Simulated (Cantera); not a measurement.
# Stirred combustor or abatement burner

A perfectly stirred reactor is fed with C3H8 : O2 : N2 = 1 : 6.25 : 23.5 (molar parts), equivalence ratio 0.80, at 4.93 atm; it is adiabatic with a 400 K inlet, and is followed from long to short residence time, starting on the burning branch (τ in s: 0.026, 0.0092, 0.0033, 0.0012, 0.00041, 0.00014, 5.1e-05, 1.8e-05, 6.4e-06).

Computed with Cantera and GRI-Mech 3.0 (53 species, 325 reactions). GRI-Mech 3.0 was tuned for natural gas; its chemistry of propane as a main component is partial and can be far from experiment.

| τ (s) | T (K) | x C3H8 | x O2 | x CH2CO | x N2O | x HO2 |
|---|---|---|---|---|---|---|
| 0.026 | 2121 | 3.40e-7 | 0.0392 | 4.81e-7 | 6.64e-7 | 2.52e-6 |
| 0.0092 | 2114 | 8.74e-7 | 0.0396 | 1.26e-6 | 8.22e-7 | 3.12e-6 |
| 0.0033 | 2101 | 2.08e-6 | 0.0401 | 3.09e-6 | 1.05e-6 | 4.52e-6 |
| 0.0012 | 2077 | 4.65e-6 | 0.0411 | 7.11e-6 | 1.22e-6 | 7.44e-6 |
| 0.00041 | 2036 | 1.06e-5 | 0.0430 | 1.64e-5 | 1.21e-6 | 1.37e-5 |
| 0.00014 | 1971 | 2.50e-5 | 0.0463 | 3.69e-5 | 1.06e-6 | 2.63e-5 |
| 5.1e-5 | 1873 | 6.71e-5 | 0.0527 | 8.86e-5 | 8.45e-7 | 5.34e-5 |
| 1.8e-5 | 400 | 0.0325 | 0.203 | <1e-12 | <1e-12 | <1e-12 |
| 6.4e-6 | 400 | 0.0325 | 0.203 | <1e-12 | <1e-12 | <1e-12 |
x: mole fraction; the columns are a selection and need not sum to one.
